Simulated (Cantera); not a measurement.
Low-pressure radical oxidation in H2/O2

An isothermal, constant-pressure homogeneous reactor starts with H₂ : O₂ = 0.022 : 1 (molar parts), at 1175 K and 2.85 Torr.

Cantera simulation using the H2/O2 subset of GRI-Mech 3.0, which has no nitrogen chemistry; the numbers are that mechanism's predictions, not measurements. Radical loss at walls, strong at low pressure, is not modelled.

```
t (s)         x H₂   x O₂     x HO₂      x OH     x H₂O
--------  --------  -----  --------  --------  --------
8.00e-5     0.0215  0.978  2.72e-10  5.40e-11  2.72e-12
0.000215    0.0215  0.978  7.31e-10  3.00e-10  4.29e-11
0.000576    0.0215  0.978   1.96e-9   1.37e-9  5.64e-10
0.00155     0.0215  0.978   5.27e-9   6.86e-9   7.06e-9
0.00415     0.0215  0.978   1.43e-8   1.06e-7   1.84e-7
0.0111      0.0213  0.978   1.69e-7   8.88e-5  0.000167
0.0299    0.000248  0.960   5.94e-7   0.00166    0.0194
0.0803    0.000174  0.961   5.50e-7   0.00147    0.0197
0.215     0.000152  0.963   5.25e-7   0.00137    0.0200
0.578     0.000109  0.967   4.63e-7   0.00117    0.0205
1.55       5.27e-5  0.973   3.39e-7  0.000813    0.0211
4.16       1.52e-5  0.977   1.80e-7  0.000437    0.0215
11.2       3.01e-6  0.978   6.60e-8  0.000195    0.0217
30.0       5.50e-7  0.978   1.88e-8   8.35e-5    0.0217
```
x: mole fraction; the columns are a selection and need not sum to one.

Equilibrium at this temperature and pressure: H₂ 2.68e-9, O₂ 0.978, HO₂ 3.71e-9, OH 5.86e-6, H₂O 0.0218 (gas phase only).
